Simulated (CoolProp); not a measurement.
R1336mzz(Z) at several states: density (kg/m³) from the reference equation and from simpler models built on Tc = 171.3 °C, pc = 2.904 MPa, ω = 0.386; each cubic takes its own stable root.

Computed with CoolProp (reference Helmholtz-energy equation of state, McLinden 2020).

```tsv
T (°C)	p (MPa)	phase	reference
79.85	3.94	liquid	1231
141.35	6.19	liquid	1047
209.05	0.155	gas	6.434
226.55	4.87	supercritical	360.5
97.75	16.8	liquid	1250
191.35	0.133	gas	5.730
```

### Question
How far does each simpler model (Redlich-Kwong, Peng-Robinson) lie from the reference over these 6 states: mean and median of the absolute difference, and the worst?

### Answer
- Redlich-Kwong: mean 10.0 %, median 10.9 %, worst -19.2 % at 79.85 °C and 3.94 MPa
- Peng-Robinson: mean 2.5 %, median 2.5 %, worst -5.7 % at 141.35 °C and 6.19 MPa
